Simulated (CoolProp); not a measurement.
Properties of tetrahydrofuran along the isobar 5680 kPa.

Model: reference Helmholtz-energy equation of state, Fiedler 2023, in CoolProp.

```json
[
 {"T (K)": "278.7", "phase": "liquid", "Z": "0.1948", "cp (kJ/(kg K))": "1.650", "isothermal compressibility (1/MPa)": "0.0008149"},
 {"T (K)": "287.1", "phase": "liquid", "Z": "0.1909", "cp (kJ/(kg K))": "1.678", "isothermal compressibility (1/MPa)": "0.0008683"},
 {"T (K)": "295.5", "phase": "liquid", "Z": "0.1874", "cp (kJ/(kg K))": "[?]", "isothermal compressibility (1/MPa)": "0.0009262"},
 {"T (K)": "303.9", "phase": "liquid", "Z": "0.1841", "cp (kJ/(kg K))": "1.736", "isothermal compressibility (1/MPa)": "0.0009893"},
 {"T (K)": "312.4", "phase": "liquid", "Z": "0.1809", "cp (kJ/(kg K))": "[?]", "isothermal compressibility (1/MPa)": "0.001059"},
 {"T (K)": "320.8", "phase": "liquid", "Z": "0.1781", "cp (kJ/(kg K))": "1.799", "isothermal compressibility (1/MPa)": "0.001134"},
 {"T (K)": "329.2", "phase": "liquid", "Z": "0.1754", "cp (kJ/(kg K))": "1.832", "isothermal compressibility (1/MPa)": "0.001216"},
 {"T (K)": "337.6", "phase": "liquid", "Z": "0.1729", "cp (kJ/(kg K))": "1.865", "isothermal compressibility (1/MPa)": "[?]"},
 {"T (K)": "346", "phase": "liquid", "Z": "0.1706", "cp (kJ/(kg K))": "1.899", "isothermal compressibility (1/MPa)": "0.001406"},
 {"T (K)": "354.5", "phase": "liquid", "Z": "0.1685", "cp (kJ/(kg K))": "1.934", "isothermal compressibility (1/MPa)": "0.001518"},
 {"T (K)": "362.9", "phase": "liquid", "Z": "0.1665", "cp (kJ/(kg K))": "1.969", "isothermal compressibility (1/MPa)": "0.001640"}
]
```

Q: Some entries are withheld; supply them.

A: 
- 295.5, cp (kJ/(kg K)): 1.707
- 312.4, cp (kJ/(kg K)): 1.768
- 337.6, isothermal compressibility (1/MPa): 0.001307
